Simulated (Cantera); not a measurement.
# Equilibrium for titanium nitride, carbide and oxide coatings: Ti + C3H8 + H2

Feed: 1 mol Ti, 0.26 mol C3H8, 29 mol H2, held at 2223.15 K and 13.3 mbar.

Method: chemical equilibrium by Gibbs-energy minimisation in Cantera with the NASA 1993 tables (ideal gas, pure condensed phases). Candidate condensed phases: C, C6H6, C7H8, C8H18, Ti, TiC; 77 gas species. TiC: taken at fixed stoichiometry. Rates play no part.

x(H2): 0.939
x(H): 0.0538
x(Ti): 0.00707
n(TiC(s)): 0.780 mol
gas amount: 31.10 mol
log10 activity of Ti(l) (absent): -0.16
log10 activity of C(graphite) (absent): -3.41
